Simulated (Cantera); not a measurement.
Input: 1 mol SiH₂Cl₂, 16 mol N₂, equilibrated at 1525 K.

Equilibrium computed with Cantera from the NASA thermochemical tables; the gas is ideal and each condensed phase is pure. Candidate condensed phases: NH₄Cl, Si, Si₃N₄; 28 gas species. The tables' values for SiCl₃, SiCl are old estimates; treat these amounts as uncertain. Equilibrium is a limit: real reactors are often held back by kinetics, nucleation or transport.

x: gas mole fraction; n: condensed amount in mol.

| P (Pa) | x N₂ | x HCl | x H₂ | x SiCl₂ | n Si(s) | n Si₃N₄(s) |
|---|---|---|---|---|---|---|
| 5 | 0.888 | 0.0239 | 0.0432 | 0.0432 | 0.210 | 0 |
| 36 | 0.888 | ? | ? | ? | 0 | ? |
| 260 | 0.887 | 0.0515 | 0.0308 | 0.0292 | 0 | 0.155 |
| 1900 | 0.888 | 0.0677 | 0.0231 | 0.0178 | 0 | 0.210 |
| 14000 | 0.891 | 0.0759 | 0.0195 | ? | 0 | 0.252 |
| 100000 | 0.893 | 0.0758 | 0.0197 | 0.00185 | 0 | 0.267 |

**Question.** What belongs in the gaps?

**Answer.** 
- 36, x HCl: 0.0344
- 36, x H₂: 0.0389
- 36, x SiCl₂: 0.0385
- 36, n Si₃N₄(s): 0.103
- 14000, x SiCl₂: 0.00701
